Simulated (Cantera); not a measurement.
Input (Python, Cantera) and output of one run.

```python
import numpy as np
import cantera as ct

gas_names = [...]  # 110 gases of nasa_gas.yaml made of C, H, O
cond_names = """
    C(gr) C6H6(L) C7H8(L) C8H18(L),n-octa H2O(s) H2O(L)
""".split()


# ... load() reads the species with a 1 bar reference pressure and builds the phases ...
atoms = {
    'n-butane': {'C': 4, 'H': 10},
    'CO2': {'C': 1, 'O': 2},
    'H2': {'H': 2},
}
top_T = {'C(gr)': 4500}  # K; cautious upper limits of use, not melting points


# ... equilibrate(T, P, feed) seeds the gas with the atoms and calls Mixture.equilibrate('TP', solver="vcs", rtol=1e-11, max_steps=5000) ...
results = []
T = 723.15  # K
P = 101325  # Pa
for m in [0.58, 0.88, 1.3, 2, 3.1, 4.7, 7.1, 11, 16]:
    feed = {'n-butane': 1, 'CO2': 2.6, 'H2': m}  # mol
    mix = equilibrate(T, P, feed)
    results.append((T, P, feed, dict(zip(mix.species_names, mix.species_moles))))
    x = sorted(zip(gas.X, gas.species_names), reverse=True)
    print(f"T = {T:g} K  P = {P:g} Pa  n(H2) = {m:g} mol  gas = {mix.phase_moles(0):.4g} mol")
    print("   x: " + "  ".join(f"{s} {v:.3e}" for v, s in x if v > 1e-06))
    print("   condensed (mol): " + ("  ".join(f"{mix.phase(i).name} {mix.phase_moles(i):.4g}"
          for i in range(1, mix.n_phases) if mix.phase_moles(i) > 1e-12) or "none"))
```

Output:

```
T = 723.15 K  P = 101325 Pa  n(H2) = 0.58 mol  gas = 5.949 mol
   x: H2O 4.269e-01  CO2 2.177e-01  H2 1.762e-01  CH4 1.674e-01  CO 1.175e-02  C2H6 1.020e-06
   condensed (mol): C(gr) 4.239
T = 723.15 K  P = 101325 Pa  n(H2) = 0.88 mol  gas = 6.129 mol
   x: H2O 4.258e-01  CO2 2.056e-01  H2 1.809e-01  CH4 1.763e-01  CO 1.142e-02  C2H6 1.103e-06
   condensed (mol): C(gr) 4.189
T = 723.15 K  P = 101325 Pa  n(H2) = 1.3 mol  gas = 6.382 mol
   x: H2O 4.234e-01  CO2 1.902e-01  CH4 1.884e-01  H2 1.869e-01  CO 1.098e-02  C2H6 1.218e-06
   condensed (mol): C(gr) 4.113
T = 723.15 K  P = 101325 Pa  n(H2) = 2 mol  gas = 6.802 mol
   x: H2O 4.178e-01  CH4 2.075e-01  H2 1.962e-01  CO2 1.682e-01  CO 1.032e-02  C2H6 1.408e-06
   condensed (mol): C(gr) 3.974
T = 723.15 K  P = 101325 Pa  n(H2) = 3.1 mol  gas = 7.464 mol
   x: H2O 4.063e-01  CH4 2.350e-01  H2 2.088e-01  CO2 1.405e-01  CO 9.435e-03  C2H6 1.697e-06
   condensed (mol): C(gr) 3.727
T = 723.15 K  P = 101325 Pa  n(H2) = 4.7 mol  gas = 8.429 mol
   x: H2O 3.869e-01  CH4 2.701e-01  H2 2.238e-01  CO2 1.108e-01  CO 8.381e-03  C2H6 2.090e-06
   condensed (mol): C(gr) 3.319
T = 723.15 K  P = 101325 Pa  n(H2) = 7.1 mol  gas = 9.876 mol
   x: H2O 3.569e-01  CH4 3.136e-01  H2 2.412e-01  CO2 8.123e-02  CO 7.175e-03  C2H6 2.615e-06
   condensed (mol): C(gr) 2.63
T = 723.15 K  P = 101325 Pa  n(H2) = 11 mol  gas = 12.23 mol
   x: CH4 3.672e-01  H2O 3.128e-01  H2 2.610e-01  CO2 5.328e-02  CO 5.811e-03  C2H6 3.314e-06
   condensed (mol): C(gr) 1.386
T = 723.15 K  P = 101325 Pa  n(H2) = 16 mol  gas = 15.39 mol
   x: CH4 3.967e-01  H2 2.937e-01  H2O 2.775e-01  CO2 2.825e-02  CO 3.908e-03  C2H6 3.437e-06
   condensed (mol): none
```

Cantera equilibrium calculation (NASA polynomials, part measured and part estimated; ideal gas, pure solids and liquids).
